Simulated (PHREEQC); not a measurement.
Solution (25 °C): 0.00099 mol/kgw NaH2PO4, 7.8e-05 mol/kgw Na2B4O7 and 0.0024 mol/kgw NaCl. Closed to the air; pH follows from the charge balance.

Equilibrium calculation in PHREEQC: ion-association model, wateq4f.dat.

Each row changes one thing in this solution. This is a speciation only: nothing precipitates in the calculation.

```json
[
 {"case": "as made", "pH": "6.39", "ionic strength (mol/kgw)": "0.00370", "H2BO3- (mol/kgw)": "4.73e-7", "SI of Halite (NaCl)": "-6.71"},
 {"case": "0.00017 mol/kgw Ca(OH)2 added", "pH": "7.09", "ionic strength (mol/kgw)": "0.00445", "H2BO3- (mol/kgw)": "2.36e-6", "SI of Halite (NaCl)": "-6.71"},
 {"case": "Na2B4O7 from 7.8e-05 to 0.00039 mol/kgw", "pH": "7.59", "ionic strength (mol/kgw)": "0.00490", "H2BO3- (mol/kgw)": "3.66e-5", "SI of Halite (NaCl)": "-6.65"},
 {"case": "NaCl from 0.0024 to 0.00024 mol/kgw", "pH": "6.42", "ionic strength (mol/kgw)": "0.00154", "H2BO3- (mol/kgw)": "4.95e-7", "SI of Halite (NaCl)": "-8.10"},
 {"case": "NaH2PO4 left out", "pH": "9.13", "ionic strength (mol/kgw)": "0.00256", "H2BO3- (mol/kgw)": "0.000142", "SI of Halite (NaCl)": "-6.84"}
]
```

Some of these states are supersaturated (in Hydroxyapatite, for instance). H3PO4, which wateq4f.dat lacks, is added to it with the constant of phreeqc.dat.
